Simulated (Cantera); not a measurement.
## Adiabatic ignition

An adiabatic, constant-pressure homogeneous reactor starts with 15.9 % CH4, 17.6 % O2, 66.5 % N2, equivalence ratio 1.8, at 1098 K and 5.00 bar.

Computed with Cantera and GRI-Mech 3.0 (53 species, 325 reactions).

| t (s) | T (K) | x CH4 | x O2 | x NO2 | x C2H6 | x CH2CO |
|---|---|---|---|---|---|---|
| 3.00e-6 | 1098 | 0.159 | 0.176 | <1e-12 | <1e-12 | <1e-12 |
| 8.05e-6 | 1098 | 0.159 | 0.176 | <1e-12 | <1e-12 | <1e-12 |
| 2.16e-5 | 1098 | 0.159 | 0.176 | <1e-12 | 1.12e-12 | <1e-12 |
| 5.79e-5 | 1098 | 0.159 | 0.176 | <1e-12 | 2.31e-11 | <1e-12 |
| 0.000155 | 1098 | 0.159 | 0.176 | <1e-12 | 5.39e-10 | <1e-12 |
| 0.000417 | 1098 | 0.159 | 0.176 | <1e-12 | 1.69e-8 | <1e-12 |
| 0.00112 | 1098 | 0.159 | 0.176 | <1e-12 | 5.42e-7 | <1e-12 |
| 0.00300 | 1098 | 0.159 | 0.176 | <1e-12 | 4.42e-6 | 1.06e-11 |
| 0.00805 | 1098 | 0.159 | 0.176 | <1e-12 | 1.87e-5 | 2.04e-10 |
| 0.0216 | 1100 | 0.159 | 0.176 | <1e-12 | 9.38e-5 | 6.63e-9 |
| 0.0579 | 2315 | 3.45e-10 | 1.29e-6 | 6.24e-10 | <1e-12 | <1e-12 |
| 0.155 | 2315 | 3.22e-10 | 1.30e-6 | 2.11e-10 | <1e-12 | <1e-12 |
| 0.417 | 2315 | 3.22e-10 | 1.30e-6 | 2.11e-10 | <1e-12 | <1e-12 |
| 1.12 | 2315 | 3.22e-10 | 1.30e-6 | 2.11e-10 | <1e-12 | <1e-12 |
| 3.00 | 2315 | 3.22e-10 | 1.30e-6 | 2.11e-10 | <1e-12 | <1e-12 |
x: mole fraction; the columns are a selection and need not sum to one.

The time of steepest temperature rise comes out as 55.6 ms, the temperature at 3.00 s is 2315 K and the equilibrium temperature comes out as 2315 K. The x(CH4) at 3.00 s comes out as 3.22e-10 (gas-phase equilibrium 3.64e-10), the x(O2) at 3.00 s is 1.30e-6 (gas-phase equilibrium 1.30e-6) and the x(NO2) at 3.00 s comes out as 2.11e-10 (gas-phase equilibrium 2.11e-10).
